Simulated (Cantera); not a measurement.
A perfectly stirred reactor is fed with CH4 : C2H6 : O2 : N2 : H2 = 1 : 0.54 : 3.93 : 14.8 : 0.03 (molar parts), equivalence ratio 0.99, at 5550 Torr; it is adiabatic with a 650 K inlet, and is followed from long to short residence time, starting on the burning branch (τ in s: 0.14, 0.057, 0.023, 0.0093, 0.0038, 0.0015, 0.00062, 0.00025, 0.0001, 4.2e-05, 1.7e-05, 6.8e-06).

Cantera simulation using GRI-Mech 3.0 (53 species, 325 reactions); the numbers are that mechanism's predictions, not measurements.

One state of this run: T (K) = 2438; x CH4 = 1.20e-5; x C2H6 = 6.89e-7; x O2 = 0.00939; x HO2 = 3.41e-6; x HCN = 1.72e-6; x OH = 0.00532. x: mole fraction; the columns are a selection and need not sum to one.

### Question
Which value of τ (s) does it belong to?
A) 0.0015
B) 0.023
C) 6.8e-6
D) 1.7e-5

### Answer
A, 0.0015
